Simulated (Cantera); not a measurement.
Input (Python, Cantera):

```python
import numpy as np
import cantera as ct

gas = ct.Solution("gri30.yaml")
gas.TPX = 1725, 250000, {'CH4': 1, 'CO2': 0.35}
reactor = ct.IdealGasConstPressureReactor(gas, energy="off", clone=False)
net = ct.ReactorNet([reactor])
net.rtol, net.atol = 1e-08, 1e-18
show = ['CH4', 'CO2', 'CH2', 'CH3', 'H', 'H2O']
times = np.geomspace(0.001, 8, 10)

steps = ct.SolutionArray(gas, extra=["t"])
rows = []
print(f"{'t/s':>10s}{'T/K':>9s}{'P/Pa':>11s}" + "".join(f"{s:>11s}" for s in show))
for t in times:
    while net.time < t:
        t_next = net.step()
        steps.append(gas.state, t=t_next)
    rows.append([np.interp(t, steps.t, y) for y in (steps.T, steps.P, *steps(*show).X.T)])
    print(f"{t:10.3e}{rows[-1][0]:9.1f}{rows[-1][1]:11.4g}" + "".join(f"{x:11.3e}" for x in rows[-1][2:]))
rate = np.gradient(steps.T, steps.t)
print("integrator steps:", len(steps.t))
if steps.T.max() > steps.T[0] + 200:
    print(f"time of steepest temperature rise: {steps.t[rate.argmax()]:.4e} s")
gas.TPX = 1725, 250000, {'CH4': 1, 'CO2': 0.35}
gas.equilibrate("TP")
print(f"equilibrium (TP): T = {gas.T:.1f} K  " + "  ".join(f"{s} {gas[s].X[0]:.3e}" for s in show))
```

It prints:

```
       t/s      T/K       P/Pa        CH4        CO2        CH2        CH3          H        H2O
 1.000e-03   1725.0    2.5e+05  5.183e-01  2.242e-01  2.150e-07  1.566e-03  2.814e-05  5.549e-03
 2.714e-03   1725.0    2.5e+05  3.528e-01  1.796e-01  1.432e-07  1.013e-03  4.439e-05  2.277e-02
 7.368e-03   1725.0    2.5e+05  1.962e-01  1.097e-01  1.115e-07  5.877e-04  5.948e-05  6.689e-02
 2.000e-02   1725.0    2.5e+05  8.889e-02  3.427e-02  1.014e-07  2.953e-04  7.214e-05  1.193e-01
 5.429e-02   1725.0    2.5e+05  4.883e-02  1.193e-02  8.045e-08  1.696e-04  8.169e-05  1.134e-01
 1.474e-01   1725.0    2.5e+05  4.269e-02  8.515e-03  5.388e-08  1.434e-04  8.538e-05  7.520e-02
 4.000e-01   1725.0    2.5e+05  3.958e-02  4.072e-03  3.172e-08  1.275e-04  8.826e-05  3.262e-02
 1.086e+00   1725.0    2.5e+05  3.731e-02  7.589e-04  2.083e-08  1.174e-04  9.012e-05  5.772e-03
 2.947e+00   1725.0    2.5e+05  3.679e-02  1.211e-05  1.882e-08  1.152e-04  9.052e-05  9.123e-05
 8.000e+00   1725.0    2.5e+05  3.678e-02  4.951e-07  1.879e-08  1.151e-04  9.053e-05  3.771e-06
integrator steps: 1761
equilibrium (TP): T = 1725.0 K  CH4 3.678e-02  CO2 4.985e-07  CH2 1.879e-08  CH3 1.151e-04  H 9.053e-05  H2O 3.797e-06
```

Model: GRI-Mech 3.0 (53 species, 325 reactions), integrated in Cantera. GRI-Mech 3.0 stops at C3 and has no aromatics, soot or wall deposition, so with more carbon than oxygen in the feed, carbon stays in small species such as C2H2 where larger ones or solid carbon would form.
